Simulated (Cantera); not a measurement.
# Moist CO burnout

An isothermal, constant-pressure homogeneous reactor starts with 1.25 % CO, 2.50 % O2, 7.13 % H2O, 89.1 % N2, at 1125 K and 0.130 bar.

Cantera simulation using GRI-Mech 3.0 (53 species, 325 reactions); the numbers are that mechanism's predictions, not measurements.

| t (s) | x CO | x O2 | x H2O | x N2O | x OH |
|---|---|---|---|---|---|
| 0.000800 | 0.0125 | 0.0250 | 0.0713 | <1e-12 | 1.90e-10 |
| 0.00184 | 0.0125 | 0.0250 | 0.0713 | <1e-12 | 1.14e-9 |
| 0.00423 | 0.0125 | 0.0250 | 0.0713 | <1e-12 | 2.52e-8 |
| 0.00972 | 0.0124 | 0.0249 | 0.0713 | 1.39e-10 | 2.03e-5 |
| 0.0223 | 0.00351 | 0.0209 | 0.0699 | 1.92e-8 | 0.000385 |
| 0.0513 | 0.000311 | 0.0190 | 0.0714 | 3.10e-8 | 0.000154 |
| 0.118 | 4.46e-5 | 0.0188 | 0.0717 | 3.75e-8 | 5.65e-5 |
| 0.271 | 7.41e-6 | 0.0188 | 0.0717 | 4.04e-8 | 2.46e-5 |
| 0.623 | 1.16e-6 | 0.0188 | 0.0717 | 4.18e-8 | 1.19e-5 |
| 1.43 | 1.63e-7 | 0.0188 | 0.0717 | 4.22e-8 | 6.26e-6 |
| 3.29 | 2.50e-8 | 0.0188 | 0.0717 | 4.19e-8 | 3.58e-6 |
| 7.57 | 6.40e-9 | 0.0188 | 0.0717 | 4.02e-8 | 2.19e-6 |
| 17.4 | 2.38e-9 | 0.0188 | 0.0717 | 3.61e-8 | 1.42e-6 |
| 40.0 | 1.11e-9 | 0.0188 | 0.0717 | 2.79e-8 | 9.99e-7 |
x: mole fraction; the columns are a selection and need not sum to one.

Equilibrium at this temperature and pressure: CO 6.78e-10, O2 0.0188, H2O 0.0717, N2O 9.66e-10, OH 7.82e-7 (gas phase only).
